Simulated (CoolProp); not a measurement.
Properties of methane along the isotherm 179.8 K (Tc = 190.6 K, pc = 4.599 MPa, ω = 0.011).

Values from CoolProp's reference Helmholtz-energy equation of state, Setzmann 1991.

| p (MPa) | phase | density (kg/m³) | cp (kJ/(kg K)) | viscosity (µPa s) | fugacity coefficient |
|---|---|---|---|---|---|
| 0.192 | gas | 2.095 | 2.126 | 7.11 | 0.9835 |
| 0.383 | gas | 4.254 | 2.177 | 7.12 | 0.9672 |
| 0.575 | gas | 6.505 | 2.233 | 7.13 | 0.9509 |
| 0.767 | gas | 8.847 | 2.295 | 7.15 | 0.9345 |
| 0.958 | gas | 11.28 | 2.365 | 7.18 | 0.9184 |
| 1.15 | gas | 13.83 | 2.444 | 7.21 | 0.9021 |
| 1.34 | gas | 16.48 | 2.533 | 7.24 | 0.8861 |
| 1.53 | gas | 19.28 | 2.636 | 7.29 | 0.8701 |
| 1.72 | gas | 22.24 | 2.755 | 7.35 | 0.8540 |
| 1.92 | gas | 25.57 | 2.905 | 7.42 | 0.8371 |
| 2.11 | gas | 28.96 | 3.079 | 7.50 | 0.8210 |
| 2.3 | gas | 32.64 | 3.296 | 7.59 | 0.8048 |

Viscosity comes from a separate model (Quiñones-Cisneros 2006).
